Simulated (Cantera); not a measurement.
Input: 1 mol borazine, 15 mol N₂, held at 0.00133 bar.

Cantera equilibrium calculation (NASA polynomials, part measured and part estimated; ideal gas, pure solids and liquids). Candidate condensed phases: B, BN; 15 gas species. The feed counts by its element totals alone. Rates play no part. All values below are at 1425 °C.

Base state: N₂ 0.833, H₂ 0.166, H 0.00161 (mole fractions); condensed: BN(s).

What changes in the equilibrium state with this change: 0.16 mol O₂ added?


```tsv
species	before	after
N₂	0.833	0.827
H₂	0.166	0.159
HBO	0	0.00832
B₂O₂	0	0.00203
BO	0	0.00166
BN(s), mol	3.00	2.70
```
Further candidate phases: B₂O₃, B₃O₃H₃, H₂O.
